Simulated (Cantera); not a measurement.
**MgSO₄ + H₂ + O₂ (calcination and drying)**

Input: 1 mol MgSO₄, 0.19 mol H₂, 0.17 mol O₂, held at 1.00 bar.

Method: chemical equilibrium by Gibbs-energy minimisation in Cantera with the NASA 1993 tables (ideal gas, pure condensed phases). Candidate condensed phases: H₂O, H₂SO₄, Mg, MgO, Mg(OH)₂, MgS, MgSO₄, S; 26 gas species. Mutual solubility and eutectic melting of coexisting phases are not modelled. Rates play no part.

From 748 K to 1048 K the condensed part is MgSO₄(s). From 1148 K to 1348 K the condensed part is MgO(s) + MgSO₄(s). From 1448 K to 1948 K the condensed part is MgO(s).

| T (K) | x H₂O | x SO₂ | x O₂ | x SO₃ | x OH | x O | x SO | x H₂ | n MgSO₄(s) | n MgO(s) |
|---|---|---|---|---|---|---|---|---|---|---|
| 748 | 0.717 | 1.15e-12 | 0.283 | 5.90e-11 | 4.62e-10 | <1e-12 | <1e-12 | <1e-12 | 1.00 | 0 |
| 848 | 0.717 | 1.56e-9 | 0.283 | 1.24e-8 | 1.00e-8 | <1e-12 | <1e-12 | <1e-12 | 1.00 | 0 |
| 948 | 0.717 | 4.44e-7 | 0.283 | 8.14e-7 | 1.14e-7 | 1.58e-11 | <1e-12 | 2.30e-11 | 1.00 | 0 |
| 1048 | 0.717 | 4.17e-5 | 0.283 | 2.34e-5 | 8.12e-7 | 3.37e-10 | <1e-12 | 4.62e-10 | 1.000 | 0 |
| 1148 | 0.715 | 0.00172 | 0.283 | 0.000366 | 4.12e-6 | 4.22e-9 | <1e-12 | 5.52e-9 | 0.999 | 0.000556 |
| 1248 | 0.674 | 0.0380 | 0.285 | 0.00359 | 1.57e-5 | 3.55e-8 | 1.88e-10 | 4.19e-8 | 0.988 | 0.0117 |
| 1348 | 0.169 | 0.493 | 0.313 | 0.0245 | 2.58e-5 | 2.28e-7 | 2.02e-8 | 5.96e-8 | 0.418 | 0.582 |
| 1448 | 0.108 | 0.555 | 0.321 | 0.0155 | 5.67e-5 | 1.10e-6 | 1.44e-7 | 1.76e-7 | 0 | 1.00 |
| 1548 | 0.108 | 0.560 | 0.323 | 0.00937 | 0.000136 | 4.33e-6 | 7.33e-7 | 6.71e-7 | 0 | 1.00 |
| 1648 | 0.108 | 0.562 | 0.324 | 0.00602 | 0.000292 | 1.44e-5 | 3.05e-6 | 2.18e-6 | 0 | 1.00 |
| 1748 | 0.108 | 0.564 | 0.324 | 0.00407 | 0.000577 | 4.17e-5 | 1.08e-5 | 6.18e-6 | 0 | 1.000 |
| 1848 | 0.107 | 0.564 | 0.324 | 0.00287 | 0.00106 | 0.000108 | 3.31e-5 | 1.57e-5 | 0 | 1.000 |
| 1948 | 0.107 | 0.565 | 0.324 | 0.00210 | 0.00182 | 0.000253 | 9.08e-5 | 3.61e-5 | 0 | 1.000 |
x: gas mole fraction; n: condensed amount in mol.
